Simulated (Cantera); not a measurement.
A closed system holds: 1 mol Pb, 8.2 mol N₂, a varied amount of H₂, equilibrated at 925 K and 5.60 bar.

Cantera equilibrium calculation (NASA polynomials, part measured and part estimated; ideal gas, pure solids and liquids). Candidate condensed phases: Pb; 11 gas species. Equilibrium is a limit: real reactors are often held back by kinetics, nucleation or transport.

x: gas mole fraction; n: condensed amount in mol.

| n(H₂) (mol) | x N₂ | x H₂ | x NH₃ | x Pb | n Pb(l) |
|---|---|---|---|---|---|
| 0.31 | 0.964 | 0.0364 | ___ | 4.77e-7 | 1.000 |
| 0.45 | 0.948 | 0.0519 | ___ | 4.77e-7 | 1.000 |
| 0.64 | 0.928 | 0.0722 | ___ | 4.77e-7 | 1.000 |
| 0.92 | 0.899 | 0.101 | ___ | 4.77e-7 | 1.000 |
| 1.3 | 0.863 | 0.136 | ___ | 4.77e-7 | 1.000 |
| 1.9 | 0.812 | 0.188 | ___ | 4.77e-7 | 1.000 |
| 2.7 | 0.752 | 0.247 | ___ | 4.77e-7 | 1.000 |
| 3.9 | 0.678 | 0.321 | ___ | 4.77e-7 | 1.000 |
| 5.6 | 0.594 | 0.405 | ___ | 4.77e-7 | 1.000 |
| 8 | 0.506 | 0.492 | ___ | 4.77e-7 | 1.000 |

Question: What belongs in the gaps?

Answer: 
- 0.31, x NH₃: 3.79e-5
- 0.45, x NH₃: 6.42e-5
- 0.64, x NH₃: 0.000104
- 0.92, x NH₃: 0.000169
- 1.3, x NH₃: 0.000261
- 1.9, x NH₃: 0.000408
- 2.7, x NH₃: 0.000593
- 3.9, x NH₃: 0.000835
- 5.6, x NH₃: 0.00110
- 8, x NH₃: 0.00137
